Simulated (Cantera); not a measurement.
Equilibrium for carbothermic reduction: CuO + CO + N2

Input: 1 mol CuO, 6.9 mol CO, 4.6 mol N2, held at 1123 K and 0.00440 bar.

Cantera equilibrium calculation (NASA polynomials, part measured and part estimated; ideal gas, pure solids and liquids). Candidate condensed phases: C, Cu, CuO, Cu2O; 27 gas species. Kinetics and transport are ignored.

The x(CO) comes out as 0.513 and the x(N2) comes out as 0.400. The x(CO2) is 0.0870 and the n(Cu(s)) comes out as 1.000 mol. The gas amount is 11.50 mol. The log10 activity of C(graphite) (absent) is -3.09.
